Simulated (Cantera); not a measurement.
A perfectly stirred reactor is fed with C3H8 : H2 = 1 : 10 (molar parts), at 21000 Pa; it is held at 1450 K, and followed from long to short residence time.

Cantera simulation using GRI-Mech 3.0 (53 species, 325 reactions); the numbers are that mechanism's predictions, not measurements. GRI-Mech 3.0 was tuned for natural gas; its chemistry of propane as a main component is partial and can be far from experiment. GRI-Mech 3.0 stops at C3 and has no aromatics, soot or wall deposition, so with more carbon than oxygen in the feed, carbon stays in small species such as C2H2 where larger ones or solid carbon would form.

What does this change do: pressure from 21000 Pa to 38.0 Pa?


| quantity | before | after |
|---|---|---|
| x(C3H8) at τ = 7.30 s | 7.61e-6 | 0.000177 |
| x(H2) at τ = 7.30 s | 0.853 | 0.850 |
| x(C2H4) at τ = 7.30 s | 0.00678 | 0.00403 |
| x(CH4) at τ = 7.30 s | 0.0646 | 0.0663 |
| x(C2H) at τ = 7.30 s | 3.48e-9 | 1.36e-7 |
| x(C3H8) at τ = 21.0 ms | 0.000856 | 0.0306 |
| x(H2) at τ = 21.0 ms | 0.843 | 0.854 |
| x(C2H4) at τ = 21.0 ms | 0.0233 | 0.0454 |
| x(CH4) at τ = 21.0 ms | 0.0784 | 0.0520 |
| x(C2H) at τ = 21.0 ms | 1.38e-8 | 1.10e-8 |
Radical loss at walls, strong at low pressure, is not modelled.

What does this change do: pressure from 21000 Pa to 101000 Pa?


```json
[
 {"quantity": "x(C3H8) at τ = 7.30 s", "before": "7.61e-6", "after": "4.86e-6"},
 {"quantity": "x(H2) at τ = 7.30 s", "before": "0.853", "after": "0.794"},
 {"quantity": "x(C2H4) at τ = 7.30 s", "before": "0.00678", "after": "0.0126"},
 {"quantity": "x(CH4) at τ = 7.30 s", "before": "0.0646", "after": "0.160"},
 {"quantity": "x(C2H) at τ = 7.30 s", "before": "3.48e-9", "after": "5.48e-10"},
 {"quantity": "x(C3H8) at τ = 21.0 ms", "before": "0.000856", "after": "0.000569"},
 {"quantity": "x(H2) at τ = 21.0 ms", "before": "0.843", "after": "0.834"},
 {"quantity": "x(C2H4) at τ = 21.0 ms", "before": "0.0233", "after": "0.0309"},
 {"quantity": "x(CH4) at τ = 21.0 ms", "before": "0.0784", "after": "0.0906"},
 {"quantity": "x(C2H) at τ = 21.0 ms", "before": "1.38e-8", "after": "3.40e-9"}
]
```

What does this change do: pressure from 21000 Pa to 440 Pa?


| quantity | before | after |
|---|---|---|
| x(C3H8) at τ = 7.30 s | 7.61e-6 | 3.79e-5 |
| x(H2) at τ = 7.30 s | 0.853 | 0.863 |
| x(C2H4) at τ = 7.30 s | 0.00678 | 0.00132 |
| x(CH4) at τ = 7.30 s | 0.0646 | 0.0487 |
| x(C2H) at τ = 7.30 s | 3.48e-9 | 5.73e-8 |
| x(C3H8) at τ = 21.0 ms | 0.000856 | 0.00586 |
| x(H2) at τ = 21.0 ms | 0.843 | 0.838 |
| x(C2H4) at τ = 21.0 ms | 0.0233 | 0.0445 |
| x(CH4) at τ = 21.0 ms | 0.0784 | 0.0790 |
| x(C2H) at τ = 21.0 ms | 1.38e-8 | 5.02e-8 |
Radical loss at walls, strong at low pressure, is not modelled.
